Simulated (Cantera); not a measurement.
Stirred combustor or abatement burner

A perfectly stirred reactor is fed with 4.70 % CH4, 20.0 % O2, 75.3 % N2, equivalence ratio 0.47, at 4.93 atm; it is adiabatic with a 525 K inlet, and is followed from long to short residence time, starting on the burning branch (τ in s: 0.065, 0.026, 0.011, 0.0043, 0.0017, 0.00071, 0.00029, 0.00012, 4.7e-05, 1.9e-05, 7.6e-06, 3.1e-06).

Computed with Cantera and GRI-Mech 3.0 (53 species, 325 reactions).

```json
[
 {"τ (s)": "0.065", "T (K)": "1602", "x CH4": "1.84e-5", "x O2": "0.106", "x NO2": "2.82e-8", "x HO2": "2.31e-6", "x CH2O": "1.62e-6", "x CO": "0.000197"},
 {"τ (s)": "0.026", "T (K)": "1599", "x CH4": "3.51e-5", "x O2": "0.106", "x NO2": "3.57e-8", "x HO2": "4.30e-6", "x CH2O": "3.18e-6", "x CO": "0.000391"},
 {"τ (s)": "0.011", "T (K)": "1595", "x CH4": "6.51e-5", "x O2": "0.107", "x NO2": "4.07e-8", "x HO2": "7.86e-6", "x CH2O": "6.09e-6", "x CO": "0.000749"},
 {"τ (s)": "0.0043", "T (K)": "1587", "x CH4": "0.000132", "x O2": "0.107", "x NO2": "3.84e-8", "x HO2": "1.55e-5", "x CH2O": "1.29e-5", "x CO": "0.00156"},
 {"τ (s)": "0.0017", "T (K)": "1567", "x CH4": "0.000298", "x O2": "0.108", "x NO2": "2.77e-8", "x HO2": "3.25e-5", "x CH2O": "3.00e-5", "x CO": "0.00350"},
 {"τ (s)": "0.00071", "T (K)": "525", "x CH4": "0.0470", "x O2": "0.200", "x NO2": "<1e-12", "x HO2": "<1e-12", "x CH2O": "<1e-12", "x CO": "<1e-12"},
 {"τ (s)": "0.00029", "T (K)": "525", "x CH4": "0.0470", "x O2": "0.200", "x NO2": "<1e-12", "x HO2": "<1e-12", "x CH2O": "<1e-12", "x CO": "<1e-12"},
 {"τ (s)": "0.00012", "T (K)": "525", "x CH4": "0.0470", "x O2": "0.200", "x NO2": "<1e-12", "x HO2": "<1e-12", "x CH2O": "<1e-12", "x CO": "<1e-12"},
 {"τ (s)": "4.7e-5", "T (K)": "525", "x CH4": "0.0470", "x O2": "0.200", "x NO2": "<1e-12", "x HO2": "<1e-12", "x CH2O": "<1e-12", "x CO": "<1e-12"},
 {"τ (s)": "1.9e-5", "T (K)": "525", "x CH4": "0.0470", "x O2": "0.200", "x NO2": "<1e-12", "x HO2": "<1e-12", "x CH2O": "<1e-12", "x CO": "<1e-12"},
 {"τ (s)": "7.6e-6", "T (K)": "525", "x CH4": "0.0470", "x O2": "0.200", "x NO2": "<1e-12", "x HO2": "<1e-12", "x CH2O": "<1e-12", "x CO": "<1e-12"},
 {"τ (s)": "3.1e-6", "T (K)": "525", "x CH4": "0.0470", "x O2": "0.200", "x NO2": "<1e-12", "x HO2": "<1e-12", "x CH2O": "<1e-12", "x CO": "<1e-12"}
]
```
x: mole fraction; the columns are a selection and need not sum to one.
